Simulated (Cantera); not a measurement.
## Equilibrium for silicon oxide and oxynitride deposition: HMDSO + O3 + H2 + NO

Charge: 1 mol HMDSO, 0.37 mol O3, 4.3 mol H2, a varied amount of NO, equilibrated at 702 °C and 0.340 bar.

Method: chemical equilibrium by Gibbs-energy minimisation in Cantera with the NASA 1993 tables (ideal gas, pure condensed phases). Candidate condensed phases: C, C6H6, C7H8, C8H18, H2O, Si, SiC, SiO2, Si2N2O, Si3N4; 151 gas species. The feed counts by its element totals alone. Kinetics and transport are ignored.

| n(NO) (mol) | log p H2 | log p CO | log p N2 | log p H2O | log p CH4 | log p CO2 | n C(graphite) | n SiO2(β-quartz) | n Si2N2O(s) |
|---|---|---|---|---|---|---|---|---|---|
| 1 | -0.49 | -4.42 | -2.28 | -5.13 | -1.89 | -8.86 | 5.50 | 1.41 | 0.297 |
| 1.3 | -0.50 | -4.31 | -1.94 | -5.03 | -1.90 | -8.63 | 5.51 | 1.61 | 0.197 |
| 1.7 | -0.51 | -4.23 | -1.71 | -4.96 | -1.92 | -8.48 | 5.52 | 1.87 | 0.0643 |
| 2.2 | -0.53 | -2.20 | -1.58 | -2.96 | -1.96 | -4.43 | 5.28 | 2.00 | 0 |
| 2.9 | -0.56 | -1.73 | -1.49 | -2.51 | -2.02 | -3.47 | 4.72 | 2.00 | 0 |
| 3.8 | -0.60 | -1.49 | -1.41 | -2.30 | -2.09 | -2.99 | 3.99 | 2.00 | 0 |
| 4.9 | -0.63 | -1.33 | -1.33 | -2.19 | -2.17 | -2.68 | 3.08 | 2.00 | 0 |
| 6.3 | -0.68 | -1.22 | -1.27 | -2.12 | -2.26 | -2.45 | 1.92 | 2.00 | 0 |
| 8.1 | -0.73 | -1.12 | -1.21 | -2.08 | -2.37 | -2.27 | 0.414 | 2.00 | 0 |
| 10 | -0.78 | -1.15 | -1.15 | -1.73 | -2.88 | -1.90 | 0 | 2.00 | 0 |
log p: log10 of the partial pressure in bar; n: condensed amount in mol.

From 1 mol NO to 1.7 mol NO the condensed part is C(graphite) + SiO2(β-quartz) + Si2N2O(s). From 2.2 mol NO to 8.1 mol NO the condensed part is C(graphite) + SiO2(β-quartz). At 10 mol NO the condensed part is SiO2(β-quartz).
